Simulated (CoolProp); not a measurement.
A Linde-Hampson liquefier for dry air: isothermal reversible compression at 290 K from 1 atm to 20 MPa, throttling to 1 atm, return gas leaving the recuperator 2 K below the feed. Each further row changes one setting.

Values from CoolProp's reference Helmholtz-energy equation of state, Lemmon 2000. It is a pseudo-pure fit of the blend.

| case | liquid yield per pass | compression work (kJ/kg of gas) |
|---|---|---|
| as stated | 0.085 | 438 |
| high pressure 40 MPa | 0.112 | 501 |
| warm-end temperature 320 K | 0.062 | 486 |
| warm-end gap 7 K | 0.074 | 438 |
